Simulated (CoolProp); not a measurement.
A Linde-Hampson liquefier for ethylene: isothermal reversible compression at 290 K from 1 atm to 5 MPa, throttling to 1 atm, return gas leaving the recuperator 0 K below the feed. Each further row changes one setting.

Computed with CoolProp (reference Helmholtz-energy equation of state, Smukala 2000).

```
case                        liquid yield per pass  compression work (kJ/kg of gas)
--------------------------  ---------------------  -------------------------------
as stated                                   0.200                              305
high pressure 10 MPa                        0.482                              325
warm-end temperature 320 K                  0.121                              347
warm-end gap 5 K                            0.191                              305
```
